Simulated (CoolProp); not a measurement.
Vapour-liquid equilibrium of n-heptane (1) + n-dodecane (2) at 0.349 bar; x and y are mole fractions of (1).

Computed with CoolProp (multi-fluid Helmholtz-energy mixture model, Span 2003 and Lemmon 2004; pair parameters Bell 2016).

Task: Give the bubble temperature and the first vapour's composition at x = 0.15, 0.25, 0.65. Is there an azeotrope?

Result: x = 0.15: 399.4 K, y = 0.841; x = 0.25: 381.7 K, y = 0.933; x = 0.65: 350.8 K, y = 0.993. No azeotrope shows between x = 0.05 and 0.95.

Pair parameters are fitted to limited data, so mixtures are less certain than the pure fluids. The gap from Raoult's law changes sign with composition, which may be real or a fault of the pair parameters; it wasn't checked against measurements.
